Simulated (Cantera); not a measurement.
A freely propagating, adiabatic, planar premixed flame of C3H8 : O2 : N2 = 1 : 3.57 : 13.4 (molar parts), equivalence ratio 1.4, unburnt at 350 K and 1.00 bar; mixture-averaged transport, grid criteria slope 0.08 and curve 0.16, no radiation.

Computed with Cantera and GRI-Mech 3.0 (53 species, 325 reactions). GRI-Mech 3.0 was tuned for natural gas; its chemistry of propane as a main component is partial and can be far from experiment. Burning velocities carry a grid error of a few per cent, more on coarse grids.

Task: Predict: laminar burning velocity; thermal thickness; peak x(CH3); peak x(CO); peak x(C2H6).

Result: laminar burning velocity: 40.8 cm/s
thermal thickness: 0.411 mm
peak x(CH3): 0.00282
peak x(CO): 0.101
peak x(C2H6): 0.00232
